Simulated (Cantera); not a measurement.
An isothermal, constant-pressure homogeneous reactor starts with 0.826 % C₂H₆, 99.2 % N₂, at 1473 K and 100.0 Torr.

Model: GRI-Mech 3.0 (53 species, 325 reactions), integrated in Cantera. GRI-Mech 3.0 stops at C3 and has no aromatics, soot or wall deposition, so with more carbon than oxygen in the feed, carbon stays in small species such as C2H2 where larger ones or solid carbon would form.

One state of this run: x C₂H₆ = 0.00217; x H = 7.04e-5; x C₂H₄ = 0.00438; x H₂ = 0.00556; x C₂H = 1.68e-8; x CH₃ = 0.000590. x: mole fraction; the columns are a selection and need not sum to one.

Task: Which value of t (s) does it belong to?
A. 0.00220
B. 0.0173
C. 0.136
D. 1.07

Result: A, 0.00220
